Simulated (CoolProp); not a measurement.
Vapour-liquid equilibrium of methane (1) + ethylene (2) at 316 kPa; x and y are mole fractions of (1).

Values from CoolProp's multi-fluid Helmholtz-energy mixture model, Setzmann 1991 and Smukala 2000; pair parameters Bell 2016.

```json
[
 {"x": "0.05", "bubble temperature (K)": "177.6", "y at the bubble point": "0.497", "dew temperature at overall composition x (K)": "190.3", "liquid density (mol/L)": "19.90"},
 {"x": "0.125", "bubble temperature (K)": "162.0", "y at the bubble point": "0.807", "dew temperature at overall composition x (K)": "188.6", "liquid density (mol/L)": "20.88"},
 {"x": "0.2", "bubble temperature (K)": "152.2", "y at the bubble point": "0.908", "dew temperature at overall composition x (K)": "186.7", "liquid density (mol/L)": "21.58"},
 {"x": "0.275", "bubble temperature (K)": "146.0", "y at the bubble point": "0.947", "dew temperature at overall composition x (K)": "184.6", "liquid density (mol/L)": "22.10"},
 {"x": "0.35", "bubble temperature (K)": "141.8", "y at the bubble point": "0.965", "dew temperature at overall composition x (K)": "182.4", "liquid density (mol/L)": "22.52"},
 {"x": "0.425", "bubble temperature (K)": "138.8", "y at the bubble point": "0.975", "dew temperature at overall composition x (K)": "180.1", "liquid density (mol/L)": "22.88"},
 {"x": "0.5", "bubble temperature (K)": "136.6", "y at the bubble point": "0.982", "dew temperature at overall composition x (K)": "177.5", "liquid density (mol/L)": "23.20"},
 {"x": "0.575", "bubble temperature (K)": "134.8", "y at the bubble point": "0.986", "dew temperature at overall composition x (K)": "174.5", "liquid density (mol/L)": "23.49"},
 {"x": "0.65", "bubble temperature (K)": "133.3", "y at the bubble point": "0.989", "dew temperature at overall composition x (K)": "171.2", "liquid density (mol/L)": "23.76"},
 {"x": "0.725", "bubble temperature (K)": "132.0", "y at the bubble point": "0.992", "dew temperature at overall composition x (K)": "167.3", "liquid density (mol/L)": "24.01"},
 {"x": "0.8", "bubble temperature (K)": "130.8", "y at the bubble point": "0.994", "dew temperature at overall composition x (K)": "162.5", "liquid density (mol/L)": "24.24"},
 {"x": "0.875", "bubble temperature (K)": "129.6", "y at the bubble point": "0.996", "dew temperature at overall composition x (K)": "156.0", "liquid density (mol/L)": "24.47"},
 {"x": "0.95", "bubble temperature (K)": "128.4", "y at the bubble point": "0.998", "dew temperature at overall composition x (K)": "145.3", "liquid density (mol/L)": "24.68"}
]
```

No azeotrope shows between x = 0.05 and 0.95.

Pair parameters are fitted to limited data, so mixtures are less certain than the pure fluids.
